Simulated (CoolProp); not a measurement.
The numbers come from the reference Helmholtz-energy equation of state, Thol 2016 in CoolProp.

### Question
For hexamethyldisiloxane (MM), give the phase and the density (kg/m³), cp (kJ/(kg K)), isothermal compressibility (1/MPa), expansivity (1/kK) at 445.3 K and 1.19 MPa; 466.9 K and 1.19 MPa; 596.1 K and 1.19 MPa.

### Answer
- 445.3 K and 1.19 MPa: liquid; density 581, cp 2.36, isothermal compressibility 0.0137, expansivity 2.84
- 466.9 K and 1.19 MPa: liquid; density 541, cp 2.48, isothermal compressibility 0.0241, expansivity 3.79
- 596.1 K and 1.19 MPa: gas; density 45.3, cp 2.30, isothermal compressibility 0.981, expansivity 2.88
